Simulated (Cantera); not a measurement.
Charge: 1 mol NF3, 3.9 mol H2O, 0.94 mol N2, at 75.0 Torr.

Cantera equilibrium calculation (NASA polynomials, part measured and part estimated; ideal gas, pure solids and liquids). Candidate condensed phases: H2O; 40 gas species. The numbers say what is thermodynamically allowed, not how fast it happens.

Q: At 2025 K, list the 5 most abundant gas species with their mole fractions, and the condensed phases.

A: HF 0.394, H2O 0.311, N2 0.188, O2 0.0959, OH 0.00596. Condensed: gas only.
